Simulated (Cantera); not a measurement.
An isothermal, constant-pressure homogeneous reactor starts with N2O : O2 = 1 : 1.2 (molar parts), at 1550 K and 760 Torr. Integrator tolerance rtol = 1e-08.

Computed with Cantera and GRI-Mech 3.0 (53 species, 325 reactions). GRI-Mech 3.0 was tuned for natural gas; its chemistry of N2O as a main component is partial and can be far from experiment. The temperature is held fixed by assumption; the heat of reaction is taken as removed at once.

Q: What does this change do: O2 1.2 to 0.34 parts?

A: 
```csv
quantity,before,after
x(N2O) at 30.0 s,1.95e-6 (gas-phase equilibrium 7.69e-8),3.90e-6 (gas-phase equilibrium 9.61e-8)
x(O2) at 30.0 s,0.592 (gas-phase equilibrium 0.629),0.403 (gas-phase equilibrium 0.456)
x(NO) at 30.0 s,0.0751 (gas-phase equilibrium 0.00185),0.106 (gas-phase equilibrium 0.00190)
x(N2) at 30.0 s,0.333 (gas-phase equilibrium 0.369),0.490 (gas-phase equilibrium 0.543)
x(O) at 30.0 s,6.02e-6 (gas-phase equilibrium 6.20e-6),4.97e-6 (gas-phase equilibrium 5.28e-6)
x(NO2) at 30.0 s,0.000584 (gas-phase equilibrium 1.48e-5),0.000683 (gas-phase equilibrium 1.30e-5)
```

Q: What does this change do: temperature 1550 to 1150 K?

A: 
| quantity | before | after |
|---|---|---|
| x(N2O) at 30.0 s | 1.95e-6 (gas-phase equilibrium 7.69e-8) | 0.00584 (gas-phase equilibrium 7.83e-9) |
| x(O2) at 30.0 s | 0.592 (gas-phase equilibrium 0.629) | 0.617 (gas-phase equilibrium 0.630) |
| x(NO) at 30.0 s | 0.0751 (gas-phase equilibrium 0.00185) | 0.0218 (gas-phase equilibrium 0.000157) |
| x(N2) at 30.0 s | 0.333 (gas-phase equilibrium 0.369) | 0.355 (gas-phase equilibrium 0.370) |
| x(O) at 30.0 s | 6.02e-6 (gas-phase equilibrium 6.20e-6) | 2.83e-8 (gas-phase equilibrium 6.59e-9) |
| x(NO2) at 30.0 s | 0.000584 (gas-phase equilibrium 1.48e-5) | 0.000419 (gas-phase equilibrium 5.91e-6) |
The mechanism lacks the step 2 NO + O2 → 2 NO2, which can matter for NO2 below about 1400 K.
